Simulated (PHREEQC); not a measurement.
PHREEQC input (ion-association model, wateq4f.dat):

```
SOLUTION_SPECIES
  2 NO3- + 12 H+ + 10 e- = N2 + 6 H2O  # shut off: nitrate stays nitrate
    -log_k -100
    -delta_h 0
    -analytic -100
SOLUTION 1
  temp 20
  units mmol/kgw
  pH 7 charge
  N(5) 2
  C(4) 21
SOLUTION 2
  temp 20
  units mmol/kgw
  pH 7 charge
  Cl 1.62
  Pb 0.81
  Br 15
  K 15
END
SELECTED_OUTPUT 1
  -reset false
  -pH true
  -pe true
  -ionic_strength true
  -water true
  -totals Br C Cl K N Pb C(-4) C(4) N(5) N(3)
    N(0) N(-3)
  -molalities H+ Br- CO3-2 Cl- K+ NO3- Pb+2 NH3 CO2 HCO3-
    O2 NH4+ OH- PbCl+ PbCl2 PbCl3- PbCl4-2 Pb(CO3)2-2 PbOH+ Pb(OH)2
    Pb(OH)3- Pb2OH+3 PbNO3+ Pb3(OH)4+2 NO2- PbBr+ PbBr2 PbCO3 Pb(OH)4-2 PbHCO3+
  -saturation_indices Litharge Cerrusite Hydrocerrusite Cotunnite Laurionite PbBr2
PRINT
  -reset false
MIX 1
  1 1
  2 0
EQUILIBRIUM_PHASES 1
  O2(g) -0.68 10
END
# ... the last block is repeated for the other 10 points of share of solution B
```

Selected output (columns that matter, 11 of 11 rows; share of solution B added in front):

```
share of solution B	pH	mu	Br	C	Cl	K	N	Pb	m_H+	m_Br-	m_Cl-	si_Litharge	si_Cerrusite	si_Cotunnite
0	2.7179	0.0020048	0	0.021	0	0	0.002	0	0.0020048	0	0	-1000	-1000	-1000
0.1	2.7691	0.0035346	0.0015	0.0189	0.000162	0.0015	0.0018	8.1e-05	0.0018051	0.0014953	0.00016167	-11.627	-3.9926	-7.0395
0.2	2.8241	0.0050495	0.003	0.0168	0.000324	0.003	0.0016	0.000162	0.0016054	0.0029831	0.00032282	-11.258	-3.6747	-6.1901
0.3	2.8852	0.0065528	0.0045	0.0147	0.000486	0.0045	0.0014	0.000243	0.0014057	0.004465	0.00048356	-10.997	-3.4707	-5.7077
0.4	2.9546	0.0080469	0.006	0.0126	0.000648	0.006	0.0012	0.000324	0.0012059	0.0059423	0.00064397	-10.765	-3.3059	-5.3734
0.5	3.0357	0.0095332	0.0075	0.0105	0.00081	0.0075	0.001	0.000405	0.0010061	0.0074157	0.00080412	-10.535	-3.1548	-5.119
0.6	3.134	0.011013	0.009	0.0084	0.000972	0.009	0.0008	0.000486	0.00080627	0.0088859	0.00096403	-10.285	-3.0022	-4.9147
0.7	3.2597	0.012487	0.0105	0.0063	0.001134	0.0105	0.0006	0.000567	0.00060642	0.010353	0.0011238	-9.9915	-2.8333	-4.7444
0.8	3.4352	0.013957	0.012	0.0042	0.001296	0.012	0.0004	0.000648	0.00040655	0.011818	0.0012833	-9.6053	-2.6233	-4.5989
0.9	3.7308	0.015421	0.0135	0.0021	0.001458	0.0135	0.0002	0.000729	0.0002066	0.013281	0.0014427	-8.9842	-2.3037	-4.472
1	5.5945	0.016877	0.015	0	0.00162	0.015	0	0.00081	2.8382e-06	0.014742	0.001602	-5.232	-1000	-4.3604
```
